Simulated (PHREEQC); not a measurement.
Solution (25 °C): 0.23 mol K2HPO4, 0.00024 mol NaHSO4 and 0.077 mol KBr per kg of water. Closed to the air; pH follows from the charge balance.

The numbers come from PHREEQC with the ion-association model, phreeqc.dat.

The pH comes out as 8.89, the ionic strength comes out as 0.701 mol/kgw and the activity of water is 0.986. The density is 1.036 g/cm³ and the total alkalinity comes out as 230 meq/kg.

| species | molality | activity | log γ |
|---|---|---|---|
| K+ | 0.503 | 0.312 | -0.207 |
| HPO4-2 | 0.194 | 0.0371 | -0.719 |
| Br- | 0.0770 | 0.0449 | -0.234 |
| KHPO4- | 0.0336 | 0.0226 | -0.172 |
| H2PO4- | 0.00114 | 0.000765 | -0.172 |
| PO4-3 | 0.000883 | 1.31e-5 | -1.830 |

This is a speciation only: nothing precipitates in the calculation. The ionic strength is past about 0.7 mol/kgw, beyond the range of this activity model, so the values are rough. Complexes and solids missing from the database can't appear.
